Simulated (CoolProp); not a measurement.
A closed Brayton cycle with nitrogen: compressor inlet 315.15 K and 2.9 MPa, high pressure 5.51 MPa, turbine inlet 940 K, compressor efficiency 0.89, turbine efficiency 0.85, recuperator effectiveness 0.8 (on enthalpy, no pinch check). Each further row changes one setting.

Values from CoolProp's reference Helmholtz-energy equation of state, Span 2000.

```csv
case,thermal efficiency (%),net work (kJ/kg),compressor to turbine work,compressor exit (K),turbine exit (K)
as stated,___,67.7,0.52,387.1,817.1
turbine inlet 890 K,___,60.1,0.55,387.1,772.5
compressor inlet 325.15 K,___,___,0.54,399.3,817.1
high pressure 4.68 MPa,25.1,54.0,0.50,367.6,846.7
recuperator effectiveness 0.5,17.9,67.7,0.52,387.1,817.1
```

### Question
Fill in the missing entries.

### Answer

- as stated, thermal efficiency (%): 28.4
- turbine inlet 890 K, thermal efficiency (%): 27.2
- compressor inlet 325.15 K, thermal efficiency (%): 27.7
- compressor inlet 325.15 K, net work (kJ/kg): 65.2
